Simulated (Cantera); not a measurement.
Input (Python, Cantera):

```python
import numpy as np
import cantera as ct

gas = ct.Solution("gri30.yaml")


def delay(T, t_max=10):
    gas.TPX = T, 470000, {'CH4': 1, 'H2': 0.2, 'O2': 4.77, 'N2': 19.1}
    reactor = ct.IdealGasConstPressureReactor(gas, clone=False)
    net = ct.ReactorNet([reactor])
    net.rtol, net.atol = 1e-8, 1e-16
    while net.time < t_max:
        t_old, T_old = net.time, reactor.T
        net.step()
        if reactor.T > T + 400:  # ignition: a rise of 400 K
            return t_old + (T + 400 - T_old) / (reactor.T - T_old) * (net.time - t_old)
    return np.nan


taus = []
for T in [975, 1050, 1125, 1200, 1275, 1350, 1425]:
    taus.append(delay(T))
    print(f"T0 = {T:6g} K   tau = {taus[-1]:.4e} s")
```

Output:

```
T0 =    975 K   tau = 5.5723e-02 s
T0 =   1050 K   tau = 1.0629e-02 s
T0 =   1125 K   tau = 3.4850e-03 s
T0 =   1200 K   tau = 1.5731e-03 s
T0 =   1275 K   tau = 7.9031e-04 s
T0 =   1350 K   tau = 4.1380e-04 s
T0 =   1425 K   tau = 2.2445e-04 s
```

Model: GRI-Mech 3.0 (53 species, 325 reactions), integrated in Cantera. Below about 1000 K GRI-Mech 3.0 lacks low-temperature oxidation paths.
